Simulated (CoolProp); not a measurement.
500 sccm (0 °C, 1 atm) of nitrogen bubbles through liquid methanol at 289.2 K and leaves saturated at a total pressure of 0.112 MPa (ideal gas phase). Each further row changes one setting.

Computed with CoolProp (reference Helmholtz-energy equation of state, de Reuck 1993).

```
case                      vapour pressure (kPa)  mole fraction of vapour  delivery (mg/min)  delivery (sccm)  change of delivery for a bath 1 K warmer (%)
------------------------  ---------------------  -----------------------  -----------------  ---------------  --------------------------------------------
as stated                                  10.5                   0.0937                [?]              [?]                                           6.3
bath temperature 294.2 K                    [?]                      [?]                [?]             70.2                                           6.3
total pressure 0.224 MPa                   10.5                      [?]                [?]              [?]                                           6.0
```

**Question.** What belongs in the gaps?

**Answer.** 
- as stated, delivery (mg/min): 73.9
- as stated, delivery (sccm): 51.7
- bath temperature 294.2 K, vapour pressure (kPa): 13.8
- bath temperature 294.2 K, mole fraction of vapour: 0.123
- bath temperature 294.2 K, delivery (mg/min): 100
- total pressure 0.224 MPa, mole fraction of vapour: 0.0469
- total pressure 0.224 MPa, delivery (mg/min): 35.1
- total pressure 0.224 MPa, delivery (sccm): 24.6
